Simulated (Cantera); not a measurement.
An adiabatic, constant-volume homogeneous reactor starts with CH4 : O2 : N2 = 1 : 1.82 : 6.84 (molar parts), at 1248 K and 20000 Pa. Integrator tolerance rtol = 1e-08.

Model: GRI-Mech 3.0 (53 species, 325 reactions), integrated in Cantera.

Problem. What does this change do: pressure from 20000 Pa to 100000 Pa?

Solution. 
| quantity | before | after |
|---|---|---|
| time of steepest temperature rise | 79.6 ms | 23.4 ms |
| temperature at 0.900 s | 2722 K | 2858 K |
| equilibrium temperature | 2722 K | 2858 K |
| x(CH4) at 0.900 s | <1e-12 (gas-phase equilibrium <1e-12) | <1e-12 (gas-phase equilibrium <1e-12) |
| x(O2) at 0.900 s | 0.0151 (gas-phase equilibrium 0.0151) | 0.0120 (gas-phase equilibrium 0.0120) |
| x(H2) at 0.900 s | 0.0284 (gas-phase equilibrium 0.0284) | 0.0250 (gas-phase equilibrium 0.0250) |
| x(NO2) at 0.900 s | 1.06e-6 (gas-phase equilibrium 1.06e-6) | 2.09e-6 (gas-phase equilibrium 2.09e-6) |
| x(C2H6) at 0.900 s | <1e-12 (gas-phase equilibrium <1e-12) | <1e-12 (gas-phase equilibrium <1e-12) |

Problem. What does this change do: 0.091 parts C2H6 added?

Solution. 
```tsv
quantity	before	after
time of steepest temperature rise	79.6 ms	11.6 ms
temperature at 0.900 s	2722 K	2737 K
equilibrium temperature	2722 K	2737 K
x(CH4) at 0.900 s	<1e-12 (gas-phase equilibrium <1e-12)	<1e-12 (gas-phase equilibrium <1e-12)
x(O2) at 0.900 s	0.0151 (gas-phase equilibrium 0.0151)	0.00715 (gas-phase equilibrium 0.00715)
x(H2) at 0.900 s	0.0284 (gas-phase equilibrium 0.0284)	0.0439 (gas-phase equilibrium 0.0439)
x(NO2) at 0.900 s	1.06e-6 (gas-phase equilibrium 1.06e-6)	5.08e-7 (gas-phase equilibrium 5.08e-7)
x(C2H6) at 0.900 s	<1e-12 (gas-phase equilibrium <1e-12)	<1e-12 (gas-phase equilibrium <1e-12)
```

Problem. What does this change do: constant pressure in place of constant volume?

Solution. 
```json
[
 {"quantity": "time of steepest temperature rise", "before": "79.6 ms", "after": "83.4 ms"},
 {"quantity": "temperature at 0.900 s", "before": "2722 K", "after": "2554 K"},
 {"quantity": "equilibrium temperature", "before": "2722 K", "after": "2554 K"},
 {"quantity": "x(CH4) at 0.900 s", "before": "<1e-12 (gas-phase equilibrium <1e-12)", "after": "<1e-12 (gas-phase equilibrium <1e-12)"},
 {"quantity": "x(O2) at 0.900 s", "before": "0.0151 (gas-phase equilibrium 0.0151)", "after": "0.0125 (gas-phase equilibrium 0.0125)"},
 {"quantity": "x(H2) at 0.900 s", "before": "0.0284 (gas-phase equilibrium 0.0284)", "after": "0.0245 (gas-phase equilibrium 0.0245)"},
 {"quantity": "x(NO2) at 0.900 s", "before": "1.06e-6 (gas-phase equilibrium 1.06e-6)", "after": "5.22e-7 (gas-phase equilibrium 5.22e-7)"},
 {"quantity": "x(C2H6) at 0.900 s", "before": "<1e-12 (gas-phase equilibrium <1e-12)", "after": "<1e-12 (gas-phase equilibrium <1e-12)"}
]
```
